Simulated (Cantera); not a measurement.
Charge: 1 mol BaF2, 0.18 mol H2O, 1.5 mol N2, 0.076 mol HF, equilibrated at 24.0 mbar.

Cantera equilibrium calculation (NASA polynomials, part measured and part estimated; ideal gas, pure solids and liquids). Candidate condensed phases: Ba, BaF2, BaO, Ba(OH)2, H2O; 45 gas species. The numbers say what is thermodynamically allowed, not how fast it happens.

Question: Which condensed phases are stable at each of these points (T (K)): 1450, 1500, 1550, 1600, 1650, 1700, 1750, 1800, 1850, 1900, 1950, 2000, 2050, 2100?

Answer: 
```json
[
 {"T (K)": "1450", "condensed phases": "BaF2(s)", "Ba condensed (%)": "99.9"},
 {"T (K)": "1500", "condensed phases": "BaF2(s)", "Ba condensed (%)": "99.8"},
 {"T (K)": "1550", "condensed phases": "BaF2(s)", "Ba condensed (%)": "99.4"},
 {"T (K)": "1600", "condensed phases": "BaF2(s)", "Ba condensed (%)": "98.7"},
 {"T (K)": "1650", "condensed phases": "BaF2(l)", "Ba condensed (%)": "97.1"},
 {"T (K)": "1700", "condensed phases": "BaF2(l)", "Ba condensed (%)": "94.0"},
 {"T (K)": "1750", "condensed phases": "BaF2(l)", "Ba condensed (%)": "88.3"},
 {"T (K)": "1800", "condensed phases": "BaF2(l)", "Ba condensed (%)": "77.2"},
 {"T (K)": "1850", "condensed phases": "BaF2(l)", "Ba condensed (%)": "55.1"},
 {"T (K)": "1900", "condensed phases": "BaF2(l)", "Ba condensed (%)": "5.8"},
 {"T (K)": "1950", "condensed phases": "gas only", "Ba condensed (%)": "0.0"},
 {"T (K)": "2000", "condensed phases": "gas only", "Ba condensed (%)": "0.0"},
 {"T (K)": "2050", "condensed phases": "gas only", "Ba condensed (%)": "0.0"},
 {"T (K)": "2100", "condensed phases": "gas only", "Ba condensed (%)": "0.0"}
]
```

From 1450 K to 1600 K the condensed part is BaF2(s). From 1650 K to 1900 K the condensed part is BaF2(l). From 1950 K to 2100 K nothing is condensed.
